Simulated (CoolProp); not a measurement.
Vapour-liquid equilibrium of ethylbenzene (1) + o-xylene (2) at 487.8 K; x and y are mole fractions of (1).

The numbers come from the multi-fluid Helmholtz-energy mixture model, Zhou 2012 and Zhou 2012; pair parameters Bell 2016 in CoolProp.

```tsv
x	bubble pressure, mixture model (kPa)	bubble pressure, Raoult's law (kPa)	y, mixture model	y, Raoult's law
0.05	484.5	484.5	0.057	0.059
0.2	498.0	497.6	0.225	0.228
0.35	512.1	510.7	0.385	0.389
0.5	526.2	523.7	0.537	0.542
0.65	539.8	536.8	0.682	0.687
0.8	552.4	549.8	0.820	0.825
0.95	563.8	562.9	0.955	0.957
```

The largest gap from Raoult's law is +0.6 % in bubble pressure, at x = 0.65. No azeotrope shows between x = 0.05 and 0.95.

The pair parameters rest on a limited set of measurements; away from them the model extrapolates.
